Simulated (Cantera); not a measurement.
Charge: 1 mol MgO, 0.061 mol N2, at 0.0133 bar.

These are equilibrium values from Cantera (NASA tables, ideal gas, pure condensed phases), not measurements of a reactor. Candidate condensed phases: Mg, MgO; 27 gas species. Ions and electrons are included (thermal ionisation). Kinetics and transport are ignored.

Problem. What share of the Mg ends up in condensed phases as a function of T (K), at 2000, 2500, 3000, 3500, 4000, 4500, 5000?

Solution. 
```csv
T (K),Mg condensed (%),as
2000,100.0,MgO(s)
2500,99.3,MgO(s)
3000,0.0,-
3500,0.0,-
4000,0.0,-
4500,0.0,-
5000,0.0,-
```
